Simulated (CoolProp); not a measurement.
Computed with CoolProp (reference Helmholtz-energy equation of state, Gao 2016).

**Question.** For sulfur dioxide, give the phase and the cv (kJ/(kg K)), Joule-Thomson coefficient (K/MPa) at 458.9 K and 111 kPa; 458.9 K and 754 kPa; 458.9 K and 2710 kPa.

**Answer.** 
- 458.9 K and 111 kPa: gas; cv 0.580, Joule-Thomson coefficient 10.5
- 458.9 K and 754 kPa: gas; cv 0.588, Joule-Thomson coefficient 10.5
- 458.9 K and 2710 kPa: gas; cv 0.618, Joule-Thomson coefficient 10.5
